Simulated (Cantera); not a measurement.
Mixture: CH4 : O2 : N2 = 1 : 2.41 : 9.06 (molar parts), at 0.306 atm, adiabatic and at constant volume. Ignition delay is the time to a rise of 400 K.

Model: GRI-Mech 3.0 (53 species, 325 reactions), integrated in Cantera.

Question: What does this change do: pressure from 0.306 atm to 1.97 atm?

Answer: 
```json
[
 {"quantity": "delay at 1198 K", "before": "0.105 s", "after": "22.1 ms"},
 {"quantity": "delay at 1398 K", "before": "7.42 ms", "after": "1.79 ms"},
 {"quantity": "delay at 1598 K", "before": "1.17 ms", "after": "0.246 ms"},
 {"quantity": "delay at 1798 K", "before": "0.313 ms", "after": "56.4 µs"},
 {"quantity": "delay at 1998 K", "before": "0.111 ms", "after": "18.7 µs"},
 {"quantity": "apparent activation energy between 1898 and 2098 K", "before": "150 kJ/mol", "after": "160 kJ/mol"}
]
```

Question: What does this change do: pressure from 0.306 atm to 1.18 atm?

Answer: 
```tsv
quantity	before	after
delay at 1198 K	0.105 s	35.0 ms
delay at 1398 K	7.42 ms	2.68 ms
delay at 1598 K	1.17 ms	0.371 ms
delay at 1798 K	0.313 ms	88.9 µs
delay at 1998 K	0.111 ms	30.2 µs
apparent activation energy between 1898 and 2098 K	150 kJ/mol	160 kJ/mol
```
